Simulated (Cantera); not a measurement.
Feed: 1 mol C₂H₆, 0.29 mol CO₂, 16 mol H₂, 0.013 mol O₂, equilibrated at 670000 Pa.

Method: chemical equilibrium by Gibbs-energy minimisation in Cantera with the NASA 1993 tables (ideal gas, pure condensed phases). Candidate condensed phases: C, C₆H₆, C₇H₈, C₈H₁₈, H₂O; 110 gas species. Rates play no part.

Problem. At 800 °C, list the 5 most abundant gas species with their mole fractions, and the condensed phases.

Solution. H₂ 0.847, CH₄ 0.118, H₂O 0.0200, CO 0.0145, CO₂ 0.000370. Condensed: gas only.
